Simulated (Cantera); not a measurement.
A perfectly stirred reactor is fed with C₂H₆ : N₂ = 1 : 4.8 (molar parts), at 0.0267 bar; it is held at 1200 K, and followed from long to short residence time.

Computed with Cantera and GRI-Mech 3.0 (53 species, 325 reactions). GRI-Mech 3.0 stops at C3 and has no aromatics, soot or wall deposition, so with more carbon than oxygen in the feed, carbon stays in small species such as C2H2 where larger ones or solid carbon would form. Radical loss at walls, strong at low pressure, is not modelled.

### Question
What does this change do: pressure from 0.0267 bar to 0.000170 bar?

### Answer
```json
[
 {"quantity": "x(C₂H₆) at τ = 19.0 s", "before": "0.00119", "after": "0.0292"},
 {"quantity": "x(C₂H) at τ = 19.0 s", "before": "6.05e-10", "after": "1.86e-9"},
 {"quantity": "x(CH₃) at τ = 19.0 s", "before": "1.97e-5", "after": "0.000834"},
 {"quantity": "x(C₂H₄) at τ = 19.0 s", "before": "0.0226", "after": "0.0652"},
 {"quantity": "x(HCN) at τ = 19.0 s", "before": "1.06e-10", "after": "1.73e-9"},
 {"quantity": "x(C₂H₆) at τ = 0.330 s", "before": "0.0379", "after": "0.168"},
 {"quantity": "x(C₂H) at τ = 0.330 s", "before": "3.14e-10", "after": "5.38e-12"},
 {"quantity": "x(CH₃) at τ = 0.330 s", "before": "0.000106", "after": "0.000389"},
 {"quantity": "x(C₂H₄) at τ = 0.330 s", "before": "0.0812", "after": "0.00291"},
 {"quantity": "x(HCN) at τ = 0.330 s", "before": "7.32e-11", "after": "8.63e-11"}
]
```

### Question
What does this change do: temperature 1200 to 1100 K?

### Answer
```
quantity                  before     after
----------------------  --------  --------
x(C₂H₆) at τ = 19.0 s    0.00119   0.00680
x(C₂H) at τ = 19.0 s    6.05e-10  3.28e-11
x(CH₃) at τ = 19.0 s     1.97e-5   5.95e-6
x(C₂H₄) at τ = 19.0 s     0.0226    0.0801
x(HCN) at τ = 19.0 s    1.06e-10  1.69e-12
x(C₂H₆) at τ = 0.330 s    0.0379     0.126
x(C₂H) at τ = 0.330 s   3.14e-10  2.26e-12
x(CH₃) at τ = 0.330 s   0.000106   2.16e-5
x(C₂H₄) at τ = 0.330 s    0.0812    0.0365
x(HCN) at τ = 0.330 s   7.32e-11    <1e-12
```
